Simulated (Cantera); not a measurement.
Feed: 1 mol SiC, 0.23 mol N2O, 1.2 mol N2, at 1000 Pa.

Equilibrium computed with Cantera from the NASA thermochemical tables; the gas is ideal and each condensed phase is pure. Candidate condensed phases: C, Si, SiC, SiO2, Si2N2O, Si3N4; 34 gas species. The tables' values for SiN are old estimates; treat these amounts as uncertain. Rates play no part. All values below are at 1727 °C.

Base state: N2 0.859, CO 0.0704, SiO 0.0678, Si 0.00243, Si2C 6.65e-5, SiN 5.86e-5, Si2N 4.29e-5, Si2 1.40e-5 (mole fractions); condensed: SiC(s).

Task: What changes in the equilibrium state with this change: SiC replaced by Si?

Result: 
```
species       before     after
-----------  -------  --------
N2             0.859     0.857
SiO           0.0678     0.138
Si           0.00243   0.00435
CO            0.0704         0
Si2C         6.65e-5         0
Si2          1.40e-5   4.51e-5
Si2N         4.29e-5  0.000138
SiC(s), mol    0.883         0
Si(l), mol         0     0.762
```
